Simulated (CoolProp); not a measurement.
A simple Rankine cycle with R114: condensing at 295.15 K, boiler at 0.617 MPa, turbine inlet 485.6 K, turbine efficiency 0.6, pump efficiency 0.7, no recuperator. Each further row changes one setting.

Computed with CoolProp (reference Helmholtz-energy equation of state, Platzer 1990). This equation is an older, rougher fit; its heat capacities, sound speeds and derivatives of the liquid may be far off and weren't checked against measurements.

| case | thermal efficiency (%) | net work (kJ/kg) | heat in (kJ/kg) | turbine exit temperature (K) | volume ratio over the turbine |
|---|---|---|---|---|---|
| as stated | 5.4 | ___ | 277 | ___ | 3.11 |
| condensing temperature 287.15 K | 6.5 | 18.5 | 284 | 460.3 | 4.06 |
| boiler pressure 0.432 MPa | 3.8 | ___ | 278 | ___ | 2.19 |
| turbine efficiency 0.5 | 4.5 | ___ | 277 | ___ | ___ |

**Question.** Fill in the missing entries.

**Answer.** 
- as stated, net work (kJ/kg): 15.0
- as stated, turbine exit temperature (K): 464.8
- boiler pressure 0.432 MPa, net work (kJ/kg): 10.6
- boiler pressure 0.432 MPa, turbine exit temperature (K): 471.4
- turbine efficiency 0.5, net work (kJ/kg): 12.4
- turbine efficiency 0.5, turbine exit temperature (K): 467.9
- turbine efficiency 0.5, volume ratio over the turbine: 3.14
